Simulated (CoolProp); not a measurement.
Vapour-liquid equilibrium of CHF3 (R23) (1) + R125 (2) at 187.1 K; x and y are mole fractions of (1).

Model: multi-fluid Helmholtz-energy mixture model, Penoncello 2003 and Lemmon 2005; pair parameters Bell 2016, in CoolProp.

```tsv
x	bubble pressure (bar)	y at the bubble point	dew pressure at overall composition x (bar)	liquid density (mol/L)
0.05	0.1333	0.291	0.1038	13.95
0.2	0.2404	0.667	0.1204	14.76
0.35	0.3493	0.812	0.1433	15.65
0.5	0.4561	0.888	0.1772	16.63
0.65	0.5595	0.934	0.2320	17.73
0.8	0.6608	0.967	0.3364	18.96
0.95	0.7629	0.992	0.6045	20.36
```

No azeotrope shows between x = 0.05 and 0.95.

The pair parameters rest on a limited set of measurements; away from them the model extrapolates. The gap from Raoult's law changes sign with composition, which may be real or a fault of the pair parameters; it wasn't checked against measurements.
